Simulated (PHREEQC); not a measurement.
0.081 g of hydrous ferric oxide (600 m²/g; 0.2 weak and 0.005 strong sites per Fe, Dzombak-Morel constants, diffuse double layer) in 1 kg of water with 0.1 mol/kgw of an inert sodium salt and 1.1e-05 mol/kgw Na2HAsO4 and 1.7e-05 mol/kgw H3BO3, at 25 °C; the pH is set by adding NaOH or the inert anion's acid. Oxygen is held at 0.21 atm. CO2 from the air is kept out. Nothing may precipitate in this run.

The series has 13 steps of pH, from 4 to 10.

All values are PHREEQC results (ion-association model, wateq4f.dat), not measurements.

Q: At which pH does the surface charge pass through zero?

A: Near pH 7.8.
